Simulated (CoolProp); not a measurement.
A closed Brayton cycle with carbon dioxide: compressor inlet 317.15 K and 9.7 MPa, high pressure 32.1 MPa, turbine inlet 985 K, compressor efficiency 0.8, turbine efficiency 0.93, recuperator effectiveness 0 (on enthalpy, no pinch check). Each further row changes one setting.

Model: reference Helmholtz-energy equation of state, Span 1996, in CoolProp.

```tsv
case	thermal efficiency (%)	net work (kJ/kg)	compressor to turbine work	compressor exit (K)	turbine exit (K)
as stated	17.8	149	0.24	378.0	820.2
turbine inlet 935 K	17.8	138	0.25	378.0	775.7
compressor inlet 327.15 K	17.4	132	0.32	418.3	820.2
high pressure 27.3 MPa	15.7	133	0.22	368.9	841.6
recuperator effectiveness 0.5	25.9	149	0.24	378.0	820.2
```
